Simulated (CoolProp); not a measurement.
The numbers come from the reference Helmholtz-energy equation of state, Younglove 1994 in CoolProp. It is a modified Benedict-Webb-Rubin equation, recast in Helmholtz form.

Q: For R123, give the phase and the density (kg/m³), cp (kJ/(kg K)), Joule-Thomson coefficient (K/MPa), Prandtl number at -18.15 °C and 54.2 bar.

A: 
- -18.15 °C and 54.2 bar: liquid; density 1580, cp 0.965, Joule-Thomson coefficient -0.417, Prandtl number 8.07

Viscosity comes from a separate model (Tanaka 1996). Thermal conductivity comes from a separate model (Laesecke 1996).
